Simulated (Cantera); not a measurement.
Input (Python, Cantera) and output of one run.

```python
import numpy as np
import cantera as ct

gas_names = """
    F FO FO2 F2 F2O H HF HOF HO2 H2 H2F2 H2O H2O2 H3F3 H4F4 H5F5 H6F6 H7F7 O OH O2 O3 Si SiF SiF2 SiF3
    SiF4 SiH SiHF3 SiH2 SiH2F2 SiH3 SiH3F SiH4 SiO SiO2 Si2 Si3
""".split()
cond_names = """
    H2O(s) H2O(L) Si(cr) Si(L) SiO2(Lqz) SiO2(hqz) SiO2(L)
""".split()


# ... load() reads the species with a 1 bar reference pressure and builds the phases ...
atoms = {
    'SiF4': {'Si': 1, 'F': 4},
    'O3': {'O': 3},
    'H2': {'H': 2},
}
top_T = {}  # K; cautious upper limits of use, not melting points


# ... equilibrate(T, P, feed) seeds the gas with the atoms and calls Mixture.equilibrate('TP', solver="vcs", rtol=1e-11, max_steps=5000) ...
results = []
feed = {'SiF4': 1, 'O3': 0.3, 'H2': 9.5}  # mol
T = 798  # K
P = 600  # Pa
mix = equilibrate(T, P, feed)
results.append((T, P, feed, dict(zip(mix.species_names, mix.species_moles))))
print(gas.report(threshold=1e-06))
for i in range(1, mix.n_phases):
    print(f"{mix.phase(i).name:16s} {mix.phase_moles(i):12.5e} mol")
```

Result:

```
       temperature   798 K
          pressure   600 Pa
           density   0.0010184 kg/m^3
  mean mol. weight   11.261 kg/kmol
   phase of matter   gas

                          1 kg             1 kmol
                     ---------------   ---------------
          enthalpy       -1.1357e+07       -1.2789e+08  J
   internal energy       -1.1946e+07       -1.3453e+08  J
           entropy             20296        2.2856e+05  J/K
    Gibbs function       -2.7553e+07       -3.1029e+08  J
 heat capacity c_p            3074.4             34622  J/K
 heat capacity c_v              2336             26307  J/K

                      mass frac. Y      mole frac. X     chem. pot. / RT
                     ---------------   ---------------   ---------------
                HF           0.17924           0.10089           -70.645
                H2           0.14293           0.79839           -22.316
               H2O          0.052959          0.033106           -69.177
              SiF4           0.62487          0.067612           -288.86
     [  +34 minor]        1.5815e-07        2.3869e-08

Si(cr)            0.00000e+00 mol
SiO2(Lqz)         2.71699e-01 mol
```

Method: chemical equilibrium by Gibbs-energy minimisation in Cantera with the NASA 1993 tables (ideal gas, pure condensed phases).
